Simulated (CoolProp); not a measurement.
Properties of tetradecamethylhexasiloxane (MD4M) along the isobar 0.715 MPa.

Model: reference Helmholtz-energy equation of state, Thol 2019, in CoolProp.

```csv
T (°C),phase,Z,speed of sound (m/s),Joule-Thomson coefficient (K/MPa),isothermal compressibility (1/MPa),fugacity coefficient
56.45,liquid,0.1397,?,-0.4120,0.001842,2.301e-5
63.95,liquid,0.1377,839.8,?,0.001950,4.207e-5
71.55,liquid,0.1359,818.2,-0.3950,?,7.479e-5
79.05,liquid,0.1341,797.2,-0.3864,0.002190,0.0001277
86.65,liquid,0.1325,776.3,-0.3774,0.002325,0.0002129
94.15,liquid,0.1309,756.0,?,0.002468,0.0003426
101.75,liquid,0.1294,735.7,-0.3589,0.002623,0.0005402
109.25,liquid,0.1280,716.0,-0.3492,0.002789,0.0008261
116.85,liquid,0.1267,696.3,-0.3390,0.002971,0.001241
```

### Question
Complete the blanks.

### Answer

- 56.45, speed of sound (m/s): 861.6
- 63.95, Joule-Thomson coefficient (K/MPa): -0.4036
- 71.55, isothermal compressibility (1/MPa): 0.002067
- 94.15, Joule-Thomson coefficient (K/MPa): -0.3684
